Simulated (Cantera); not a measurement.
A Cantera script and what it prints.

```python
import numpy as np
import cantera as ct

gas_names = [...]  # 113 gases of nasa_gas.yaml made of C, H, O, Pb
cond_names = """
    C(gr) C6H6(L) C7H8(L) C8H18(L),n-octa H2O(s) H2O(L) Pb(cr) Pb(L) PbO(rd) PbO(yw) PbO(L) PbO2(s)
    Pb3O4(s)
""".split()


# ... load() reads the species with a 1 bar reference pressure and builds the phases ...
atoms = {
    'Pb': {'Pb': 1},
    'O2': {'O': 2},
    'H2': {'H': 2},
    'CO': {'C': 1, 'O': 1},
}
top_T = {'C(gr)': 4500, 'Pb3O4(s)': 820}  # K; cautious upper limits of use, not melting points


# ... equilibrate(T, P, feed) seeds the gas with the atoms and calls Mixture.equilibrate('TP', solver="vcs", rtol=1e-11, max_steps=5000) ...
results = []
feed = {'Pb': 1, 'O2': 0.13, 'H2': 0.11, 'CO': 0.056}  # mol
for P in [10, 42, 180, 750, 3200, 13000, 56000, 240000, 1000000]:
    for T in [898, 948, 998, 1048, 1098, 1148, 1198, 1248, 1298, 1348, 1398, 1448, 1498, 1548]:
        mix = equilibrate(T, P, feed)
        results.append((T, P, feed, dict(zip(mix.species_names, mix.species_moles))))

for T, P, feed, n in results:
    print(f"{T:7g} {P:10.4g}  " + (" + ".join(c for c in cond_names if n.get(c, 0) > 1e-12) or "gas only"))
```

It prints:

```
    898         10  Pb(L) + PbO(yw)
    948         10  Pb(L) + PbO(yw)
    998         10  Pb(L) + PbO(yw)
   1048         10  Pb(L) + PbO(yw)
   1098         10  PbO(yw)
   1148         10  gas only
   1198         10  gas only
   1248         10  gas only
   1298         10  gas only
   1348         10  gas only
   1398         10  gas only
   1448         10  gas only
   1498         10  gas only
   1548         10  gas only
    898         42  Pb(L) + PbO(yw)
    948         42  Pb(L) + PbO(yw)
    998         42  Pb(L) + PbO(yw)
   1048         42  Pb(L) + PbO(yw)
   1098         42  Pb(L) + PbO(yw)
   1148         42  Pb(L) + PbO(yw)
   1198         42  gas only
   1248         42  gas only
   1298         42  gas only
   1348         42  gas only
   1398         42  gas only
   1448         42  gas only
   1498         42  gas only
   1548         42  gas only
    898        180  Pb(L) + PbO(yw)
    948        180  Pb(L) + PbO(yw)
    998        180  Pb(L) + PbO(yw)
   1048        180  Pb(L) + PbO(yw)
   1098        180  Pb(L) + PbO(yw)
   1148        180  Pb(L) + PbO(yw)
   1198        180  Pb(L) + PbO(L)
   1248        180  Pb(L) + PbO(L)
   1298        180  gas only
   1348        180  gas only
   1398        180  gas only
   1448        180  gas only
   1498        180  gas only
   1548        180  gas only
    898        750  Pb(L) + PbO(yw)
    948        750  Pb(L) + PbO(yw)
    998        750  Pb(L) + PbO(yw)
   1048        750  Pb(L) + PbO(yw)
   1098        750  Pb(L) + PbO(yw)
   1148        750  Pb(L) + PbO(yw)
   1198        750  Pb(L) + PbO(L)
   1248        750  Pb(L) + PbO(L)
   1298        750  Pb(L) + PbO(L)
   1348        750  Pb(L)
   1398        750  gas only
   1448        750  gas only
   1498        750  gas only
   1548        750  gas only
    898       3200  Pb(L) + PbO(yw)
    948       3200  Pb(L) + PbO(yw)
    998       3200  Pb(L) + PbO(yw)
   1048       3200  Pb(L) + PbO(yw)
   1098       3200  Pb(L) + PbO(yw)
   1148       3200  Pb(L) + PbO(yw)
   1198       3200  Pb(L) + PbO(L)
   1248       3200  Pb(L) + PbO(L)
   1298       3200  Pb(L) + PbO(L)
   1348       3200  Pb(L) + PbO(L)
   1398       3200  Pb(L) + PbO(L)
   1448       3200  Pb(L) + PbO(L)
   1498       3200  Pb(L)
   1548       3200  gas only
    898    1.3e+04  Pb(L) + PbO(yw)
    948    1.3e+04  Pb(L) + PbO(yw)
    998    1.3e+04  Pb(L) + PbO(yw)
   1048    1.3e+04  Pb(L) + PbO(yw)
   1098    1.3e+04  Pb(L) + PbO(yw)
   1148    1.3e+04  Pb(L) + PbO(yw)
   1198    1.3e+04  Pb(L) + PbO(L)
   1248    1.3e+04  Pb(L) + PbO(L)
   1298    1.3e+04  Pb(L) + PbO(L)
   1348    1.3e+04  Pb(L) + PbO(L)
   1398    1.3e+04  Pb(L) + PbO(L)
   1448    1.3e+04  Pb(L) + PbO(L)
   1498    1.3e+04  Pb(L) + PbO(L)
   1548    1.3e+04  Pb(L) + PbO(L)
    898    5.6e+04  Pb(L) + PbO(yw)
    948    5.6e+04  Pb(L) + PbO(yw)
    998    5.6e+04  Pb(L) + PbO(yw)
   1048    5.6e+04  Pb(L) + PbO(yw)
   1098    5.6e+04  Pb(L) + PbO(yw)
   1148    5.6e+04  Pb(L) + PbO(yw)
   1198    5.6e+04  Pb(L) + PbO(L)
   1248    5.6e+04  Pb(L) + PbO(L)
   1298    5.6e+04  Pb(L) + PbO(L)
   1348    5.6e+04  Pb(L) + PbO(L)
   1398    5.6e+04  Pb(L) + PbO(L)
   1448    5.6e+04  Pb(L) + PbO(L)
   1498    5.6e+04  Pb(L) + PbO(L)
   1548    5.6e+04  Pb(L) + PbO(L)
    898    2.4e+05  Pb(L) + PbO(yw)
    948    2.4e+05  Pb(L) + PbO(yw)
    998    2.4e+05  Pb(L) + PbO(yw)
   1048    2.4e+05  Pb(L) + PbO(yw)
   1098    2.4e+05  Pb(L) + PbO(yw)
   1148    2.4e+05  Pb(L) + PbO(yw)
   1198    2.4e+05  Pb(L) + PbO(L)
   1248    2.4e+05  Pb(L) + PbO(L)
   1298    2.4e+05  Pb(L) + PbO(L)
   1348    2.4e+05  Pb(L) + PbO(L)
   1398    2.4e+05  Pb(L) + PbO(L)
   1448    2.4e+05  Pb(L) + PbO(L)
   1498    2.4e+05  Pb(L) + PbO(L)
   1548    2.4e+05  Pb(L) + PbO(L)
    898      1e+06  Pb(L) + PbO(yw)
    948      1e+06  Pb(L) + PbO(yw)
    998      1e+06  Pb(L) + PbO(yw)
   1048      1e+06  Pb(L) + PbO(yw)
   1098      1e+06  Pb(L) + PbO(yw)
   1148      1e+06  Pb(L) + PbO(yw)
   1198      1e+06  Pb(L) + PbO(L)
   1248      1e+06  Pb(L) + PbO(L)
   1298      1e+06  Pb(L) + PbO(L)
   1348      1e+06  Pb(L) + PbO(L)
   1398      1e+06  Pb(L) + PbO(L)
   1448      1e+06  Pb(L) + PbO(L)
   1498      1e+06  Pb(L) + PbO(L)
   1548      1e+06  Pb(L) + PbO(L)
```

Equilibrium computed with Cantera from the NASA thermochemical tables; the gas is ideal and each condensed phase is pure. Each liquid is taken as pure. Mutual solubility and eutectic melting of coexisting phases are not modelled.
